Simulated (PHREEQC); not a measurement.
Buffered HF etch with sulfide liquor: speciation

Solution A (0.0068 mol/kgw HF, 4e-05 mol/kgw CsF and 0.00043 mol/kgw H4SiO4) is mixed with solution B (0.023 mol/kgw Na2S) at 20 °C; shares are by mass of water, 1 kg in all. No oxygen is let in. The system is closed to CO2. Only these solids could form: Chalcedony.

The series has 21 steps of share of solution B, from 0 to 1.

Model: ion-association model, wateq4f.dat, run in PHREEQC.

### Question
Which solids form, in which order, and at which step of the series does each first stand?

### Answer
Chalcedony from share of solution B = 0.15 (pH 6.65), last present at share of solution B = 0.2.

### Question
Between which two steps does the pH jump most, and from what to what?

### Answer
Between share of solution B = 0.2 and 0.25: from 7.62 to 10.65.

Chalcedony forms slowly in practice; the run takes equilibrium as reached. The polysulfide entries of wateq4f.dat were taken out for this run. With this much S-2 the pH rests on the database's HS-/S-2 constant; if that pK is higher, the solution is more alkaline. SiF6-2 is the database's only silicon fluoride. The database's pK near 12.9 for HS-/S-2 is now thought far too low, so its S-2 is overstated.
